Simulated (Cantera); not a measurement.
Standard-state values (1 bar) from the NASA 1993 polynomials, evaluated with Cantera. Values are per mole of reaction as written; species without (g) are pure solids or liquids, kept so even where they would boil at 1 bar. ZrN: taken at fixed stoichiometry.

2 NH₃(g) + ZrO₂(g) = NO₂(g) + ZrN + 6 H(g), with ΔH° = 1355.2 kJ and ΔS° = 308.6 J/K at 300 K.

Question: How far is the shortcut ΔG° ≈ ΔH°(300 K) − T·ΔS°(300 K) from the full temperature-dependent value at 1148, 1348, 1548, 1748, 1948, 2148, 2348, 2548, 2748, 2948 K?

Answer: 
| T (K) | shortcut (kJ) | full (kJ) | difference (kJ) | difference in log10 K |
|---|---|---|---|---|
| 1148 | 1000.8 | 946.4 | 54.4 | -2.48 |
| 1348 | 939.1 | 863.7 | 75.4 | -2.92 |
| 1548 | 877.4 | 779.5 | 97.9 | -3.30 |
| 1748 | 815.6 | 694.0 | 121.7 | -3.64 |
| 1948 | 753.9 | 607.5 | 146.4 | -3.93 |
| 2148 | 692.2 | 520.1 | 172.1 | -4.18 |
| 2348 | 630.5 | 432.0 | 198.5 | -4.41 |
| 2548 | 568.7 | 343.2 | 225.5 | -4.62 |
| 2748 | 507.0 | 253.9 | 253.1 | -4.81 |
| 2948 | 445.3 | 163.9 | 281.3 | -4.98 |
The shortcut ignores the heat-capacity change of the reaction.
